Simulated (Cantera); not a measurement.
Input: 1 mol Fe2O3, 3 mol HCl, held at 527 °C and 16000 Pa.

These are equilibrium values from Cantera (NASA tables, ideal gas, pure condensed phases), not measurements of a reactor. Candidate condensed phases: Fe, FeCl2, FeCl3, FeO, Fe(OH)2, Fe(OH)3, Fe2O3, Fe3O4, H2O; 22 gas species. Condensed phases not in the tables: FeOCl. Equilibrium is a limit: real reactors are often held back by kinetics, nucleation or transport.

Base state: HCl 0.962, H2O 0.0241, FeCl3 0.0110, Fe2Cl6 0.00240, FeCl2 0.000284, Cl2 0.000153, Fe2Cl4 1.11e-5 (mole fractions); condensed: Fe2O3(s).

### Question
What changes in the equilibrium state with this change: 1.2 mol H2O added?

### Answer
| species | before | after |
|---|---|---|
| HCl | 0.962 | 0.714 |
| H2O | 0.0241 | 0.286 |
| FeCl3 | 0.0110 | 0.000110 |
| Fe2Cl6 | 0.00240 | 2.41e-7 |
| Fe2Cl4 | 1.11e-5 | 2.52e-8 |
| Fe2O3(s), mol | 0.976 | 1.000 |

### Question
What changes in the equilibrium state with this change: temperature from 527 °C to 1402 °C?

### Answer
| species | before | after |
|---|---|---|
| HCl | 0.962 | 0.546 |
| H2O | 0.0241 | 0.187 |
| FeCl2 | 0.000284 | 0.165 |
| O2 | <1e-9 | 0.0704 |
| Cl | 2.89e-7 | 0.0237 |
| FeCl3 | 0.0110 | 0.00499 |
| OH | <1e-9 | 0.000504 |
| Fe2Cl6 | 0.00240 | 1.34e-8 |
| ClO | <1e-9 | 5.06e-5 |
| H2 | <1e-9 | 2.71e-5 |
| Fe2O3(s), mol | 0.976 | 0 |
| Fe3O4(s), mol | 0 | 0.482 |
